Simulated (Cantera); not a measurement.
Input: 1 mol SiHCl3, 0.68 mol Cl2, 33 mol H2, at 1675 K and 2.20 mbar.

Method: chemical equilibrium by Gibbs-energy minimisation in Cantera with the NASA 1993 tables (ideal gas, pure condensed phases). Candidate condensed phases: Si; 19 gas species. The tables' values for SiCl, SiCl3 are old estimates; treat these amounts as uncertain. Gases not in the tables: Si2H6 and higher silanes. Rates play no part.

Question: What is the equilibrium state?

Answer: 
- x(H2) = 0.899
- x(HCl) = 0.0756
- x(SiCl2) = 0.0229
- x(H) = 0.00235
- x(Si) = 0.000197
- x(Cl) = 0.000154
- x(SiCl) = 0.000142
- x(SiCl3) = 7.83e-5
- x(SiH) = 1.47e-5
- n(Si(s)) = 0.164 mol
- gas amount = 35.73 mol
